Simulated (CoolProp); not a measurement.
Properties of hexamethyldisiloxane (MM) along the isotherm 2.25 °C (Tc = 245.6 °C, pc = 1.931 MPa, ω = 0.418).

Values from CoolProp's reference Helmholtz-energy equation of state, Thol 2016.

```tsv
p (MPa)	phase	cp (kJ/(kg K))	speed of sound (m/s)	fugacity coefficient
0.223	liquid	1.843	957.7	0.007115
0.446	liquid	1.843	959.6	0.003630
0.668	liquid	1.842	961.5	0.002473
0.891	liquid	1.842	963.4	0.001892
1.11	liquid	1.842	965.3	0.001549
1.34	liquid	1.841	967.2	0.001310
1.56	liquid	1.841	969.1	0.001148
1.78	liquid	1.841	970.9	0.001026
2.01	liquid	1.840	972.9	0.0009277
2.23	liquid	1.840	974.7	0.0008529
2.45	liquid	1.840	976.5	0.0007919
2.67	liquid	1.839	978.3	0.0007412
2.9	liquid	1.839	980.2	0.0006967
```
